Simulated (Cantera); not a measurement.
# Adiabatic ignition

An adiabatic, constant-volume homogeneous reactor starts with CH4 : O2 : N2 = 1 : 2.6 : 9.77 (molar parts), at 1725 K and 1.10 bar.

Computed with Cantera and GRI-Mech 3.0 (53 species, 325 reactions).

```tsv
t (s)	T (K)	P (bar)	x CH4	x O2	x H2O	x CO2	x OH
4.00e-6	1725	1.10	0.0748	0.194	3.78e-6	3.89e-10	3.78e-7
1.02e-5	1725	1.10	0.0747	0.194	1.46e-5	4.81e-9	6.26e-7
2.62e-5	1725	1.10	0.0746	0.194	7.28e-5	8.56e-8	1.53e-6
6.69e-5	1726	1.10	0.0737	0.194	0.000616	3.09e-6	7.05e-6
0.000171	2711	1.83	<1e-12	0.0545	0.105	0.0360	0.0283
0.000437	2892	1.92	<1e-12	0.0492	0.114	0.0416	0.0264
0.00112	2883	1.91	<1e-12	0.0458	0.115	0.0417	0.0255
0.00286	2881	1.91	<1e-12	0.0451	0.115	0.0417	0.0253
0.00732	2881	1.91	<1e-12	0.0451	0.115	0.0417	0.0253
0.0187	2881	1.91	<1e-12	0.0451	0.115	0.0417	0.0253
0.0478	2881	1.91	<1e-12	0.0451	0.115	0.0417	0.0253
0.122	2881	1.91	<1e-12	0.0451	0.115	0.0417	0.0253
0.313	2881	1.91	<1e-12	0.0451	0.115	0.0417	0.0253
0.800	2881	1.91	<1e-12	0.0451	0.115	0.0417	0.0253
```
x: mole fraction; the columns are a selection and need not sum to one.

```yaml
time_of_steepest_temperature_rise: 0.155 ms
temperature at 0.800 s: 2881 K
equilibrium_temperature: 2881 K
x(CH4) at 0.800 s: <1e-12 (gas-phase equilibrium <1e-12)
x(O2) at 0.800 s: 0.0451 (gas-phase equilibrium 0.0451)
x(H2O) at 0.800 s: 0.115 (gas-phase equilibrium 0.115)
```
